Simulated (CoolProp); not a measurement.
Vapour-liquid equilibrium of nitrogen (1) + oxygen (2) at 103.8 K; x and y are mole fractions of (1).

The numbers come from the multi-fluid Helmholtz-energy mixture model, Span 2000 and Schmidt 1985; pair parameters Gernert 2013 in CoolProp.

```csv
x,bubble pressure (MPa),y at the bubble point,dew pressure at overall composition x (MPa),liquid density (mol/L)
0.05,0.3830,0.135,?,?
0.2,0.4878,0.406,0.4042,31.42
0.35,0.5846,0.580,0.4620,29.94
0.5,?,0.707,?,?
0.65,0.7716,0.810,0.6335,27.07
0.8,0.8678,0.897,0.7620,?
0.95,0.9685,0.976,0.9338,24.23
```

**Question.** Some entries are withheld; supply them.

**Answer.** 
- 0.05, dew pressure at overall composition x (MPa): 0.3584
- 0.05, liquid density (mol/L): 32.94
- 0.5, bubble pressure (MPa): 0.6781
- 0.5, dew pressure at overall composition x (MPa): 0.5364
- 0.5, liquid density (mol/L): 28.49
- 0.8, liquid density (mol/L): 25.65

No azeotrope shows between x = 0.05 and 0.95.

The pair parameters rest on a limited set of measurements; away from them the model extrapolates. The gap from Raoult's law changes sign with composition, which may be real or a fault of the pair parameters; it wasn't checked against measurements.
